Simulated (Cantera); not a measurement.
Charge: 1 mol S, 0.034 mol H2O, 0.041 mol H2, equilibrated at 13.3 mbar.

These are equilibrium values from Cantera (NASA tables, ideal gas, pure condensed phases), not measurements of a reactor. Candidate condensed phases: H2O, H2SO4, S; 19 gas species. The numbers say what is thermodynamically allowed, not how fast it happens. All values below are at 2425 K.

Base state: S2 0.596, S 0.212, H2 0.0700, SO 0.0419, H 0.0410, SH 0.0317, H2O 0.00315, SO2 0.00217 (mole fractions); condensed: gas only.

Task: What changes in the equilibrium state with this change: pressure from 13.3 mbar to 0.133 bar?

Result: 
| species | before | after |
|---|---|---|
| S2 | 0.596 | 0.735 |
| H2 | 0.0700 | 0.0815 |
| S | 0.212 | 0.0744 |
| H | 0.0410 | 0.0140 |
| SH | 0.0317 | 0.0380 |
| SO | 0.0419 | 0.0358 |
| O | 0.000136 | 3.32e-5 |
| H2S | 0.00142 | 0.00581 |
| S2O | 0.000469 | 0.00141 |
